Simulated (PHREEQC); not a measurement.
Reverse-osmosis permeate: speciation

A made-up water analysis in mg/L, 22 °C, pH 5.66, pe 12.3:

| constituent | mg/L |
|---|---|
| Na | 6.66 |
| K | 7.75 |
| Ca | 3.86 |
| Mg | 0.291 |
| Cl | 7.47 |
| S(6) as SO4 | 19.8 |
| Alkalinity as HCO3 | 6.33 |
| Sr | 0.696 |
| Cu(2) | 0.0459 |

Valence states are taken as typed.

The numbers come from PHREEQC with the ion-association model, wateq4f.dat.

Precipitation was switched off in this run.

Q: What charge-balance error does the model give?

A: charge-balance error -0.3 %.

Q: In which forms is Mg present?

A: Mg+2 97 %, MgSO4 3.2 % of the Mg.
